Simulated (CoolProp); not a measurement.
Saturated liquid density (kg/m³) of carbonyl sulfide: the reference equation beside estimates from Tc = 378.8 K, pc = 6369 kPa, ω = 0.098.

Model: reference Helmholtz-energy equation of state, Lemmon 2006, in CoolProp. It is a short technical equation, of lower accuracy than the large ones.

| T (K) | reference | Soave-Redlich-Kwong | Peng-Robinson |
|---|---|---|---|
| 214 | 1193 | 1134 | 1279 |
| 227.3 | 1165 | 1106 | 1249 |
| 240.7 | 1135 | 1076 | 1216 |
| 254 | 1105 | 1044 | 1181 |
| 267.3 | 1073 | 1008 | 1142 |
| 280.6 | 1039 | 970.3 | 1100 |
| 293.9 | 1003 | 928.5 | 1053 |
| 307.2 | 963.1 | 882.3 | 1001 |
| 320.5 | 919.5 | 830.8 | 941.8 |
| 333.8 | 870.3 | 772.2 | 874.2 |

Absolute difference from the reference over all 10 rows, mean and median: Soave-Redlich-Kwong 7.0 and 6.3 %, Peng-Robinson 5.3 and 6.2 %.
